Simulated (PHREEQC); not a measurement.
Metal-bearing waste water (model solution)

Solution (60 °C): 0.14 mol/kgw MnSO4, 0.0094 mol/kgw CuCl2 and 0.017 mol/kgw NaCl. Closed to the air; pH follows from the charge balance.

Equilibrium calculation in PHREEQC: ion-association model, wateq4f.dat.

- pH = 4.90
- ionic strength = 0.282 mol/kgw

```tsv
species	molality	activity	log γ
MnSO4	0.0746	0.0795	0.028
Mn+2	0.0632	0.0174	-0.561
SO4-2	0.0598	0.0142	-0.625
Cl-	0.0330	0.0221	-0.174
Na+	0.0157	0.0111	-0.148
Cu+2	0.00458	0.00126	-0.561
CuSO4	0.00423	0.00452	0.028
```

This is a speciation only: nothing precipitates in the calculation. Examples of supersaturated solids here: Atacamite, Tenorite (slow to form). Others may be too. At this temperature some constants are extrapolated from 25 °C, and those without enthalpy data are left unchanged.
